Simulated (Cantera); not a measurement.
A Cantera script and what it prints.

```python
import numpy as np
import cantera as ct

gas_names = """
    Cu CuO Cu2 H HNO HNO2 HNO3 HO2 H2 H2O H2O2 N NH NH2 NH3 NH2OH NO NO2 NO3 N2 N2H2 N2H4 N2O O OH O2 O3
""".split()
cond_names = """
    Cu(cr) Cu(L) CuO(s) CuO2H2(s) Cu2O(s) Cu2O(L) H2O(s) H2O(L)
""".split()


def load(file, names, dense=False):
    # The tables refer to 1 bar. Condensed volumes are neglected.
    table = {s.name: s for s in ct.Species.list_from_file(file)}
    out = []
    for n in names:
        d = dict(table[n].input_data)
        d["thermo"] = dict(d["thermo"], **{"reference-pressure": 1e5})
        if dense:
            d["equation-of-state"] = {"model": "constant-volume", "density": "1e6 g/cm^3"}
        out.append(ct.Species.from_dict(d))
    return out


gas = ct.Solution(thermo="ideal-gas", species=load("nasa_gas.yaml", gas_names))
cond = {s.name: ct.Solution(thermo="fixed-stoichiometry", species=[s], name=s.name)
        for s in load("nasa_condensed.yaml", cond_names, dense=True)}
atoms = {
    'CuO': {'Cu': 1, 'O': 1},
    'H2': {'H': 2},
    'N2': {'N': 2},
}
top_T = {'CuO(s)': 1390}  # K; cautious upper limits of use, not melting points


def equilibrate(T, P, feed):
    n = {}
    for name, mol in feed.items():
        for a, k in atoms[name].items():
            n[a] = n.get(a, 0.0) + k * mol
    gas.TPX = T, P, n
    mass = sum(n.values()) * gas.mean_molecular_weight
    gas.equilibrate("TP")
    valid = [c for c in cond.values() if c.min_temp <= T <= top_T.get(c.name, c.max_temp)]
    mix = ct.Mixture([(gas, mass / gas.mean_molecular_weight)] + [(c, 0.0) for c in valid])
    mix.T, mix.P = T, P
    mix.equilibrate("TP", solver="vcs", rtol=1e-11, max_steps=5000)
    return mix


results = []
T = 875  # K
P = 82  # Pa
for m in [0.79, 2.5, 4.2, 5.9, 7.6, 9.3, 11, 13, 14, 16, 18, 19]:
    feed = {'CuO': 1, 'H2': 2.4, 'N2': m}  # mol
    mix = equilibrate(T, P, feed)
    results.append((T, P, feed, dict(zip(mix.species_names, mix.species_moles))))

top = {s: max(r[3][s] / sum(r[3][g] for g in gas_names) for r in results) for s in gas_names}
cols = sorted((s for s in top if top[s] > 0.0001), key=lambda s: -top[s])[:9]
seen = [c for c in cond_names if any(r[3].get(c, 0) > 1e-12 for r in results)]
print("log10 of partial pressures in bar; condensed amounts in mol")
print(f"{'n(N2)':>10s}" + "".join(f"{s[:9]:>10s}" for s in cols + seen))
for T, P, feed, n in results:
    ng = sum(n[g] for g in gas_names)
    print(f"{feed['N2']:10.4g}" + "".join(f"{np.log10(max(n[s] / ng * P / 1e5, 1e-99)):10.3f}" for s in cols)
          + "".join(f"{n.get(c, 0):10.4g}" for c in seen))
```

Result:

```
log10 of partial pressures in bar; condensed amounts in mol
     n(N2)        N2        H2       H2O    Cu(cr)
      0.79    -3.692    -3.444    -3.590         1
       2.5    -3.378    -3.630    -3.776         1
       4.2    -3.282    -3.760    -3.906         1
       5.9    -3.234    -3.859    -4.005         1
       7.6    -3.205    -3.940    -4.086         1
       9.3    -3.186    -4.008    -4.154         1
        11    -3.172    -4.067    -4.213         1
        13    -3.160    -4.128    -4.274         1
        14    -3.155    -4.155    -4.301         1
        16    -3.147    -4.205    -4.351         1
        18    -3.141    -4.250    -4.396         1
        19    -3.138    -4.270    -4.417         1
```

Method: chemical equilibrium by Gibbs-energy minimisation in Cantera with the NASA 1993 tables (ideal gas, pure condensed phases).
